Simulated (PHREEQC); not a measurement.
Make-up at 25 °C: 0.08 mol/kgw MgBr2, 0.0017 mol/kgw HCl and 0.0022 mol/kgw NaBr. It is in equilibrium with CO2 at log p = -3.4 (atm). Otherwise closed; pH follows from the charge balance.

Computed with PHREEQC (Pitzer model, pitzer.dat).

```
Item                          Value
--------------------  -------------
pH                             2.87
ionic strength        0.244 mol/kgw
specific conductance    15200 µS/cm
density                 1.010 g/cm³
osmotic coefficient           0.877
total alkalinity       -1.70 meq/kg
```

| species | molality | activity | log γ |
|---|---|---|---|
| Br- | 0.162 | 0.116 | -0.144 |
| Mg+2 | 0.0800 | 0.0269 | -0.473 |
| Na+ | 0.00220 | 0.00166 | -0.122 |
| H+ | 0.00170 | 0.00135 | -0.100 |
| Cl- | 0.00170 | 0.00119 | -0.154 |
| CO2 | 1.31e-5 | 1.36e-5 | 0.013 |

No solid was allowed to form.
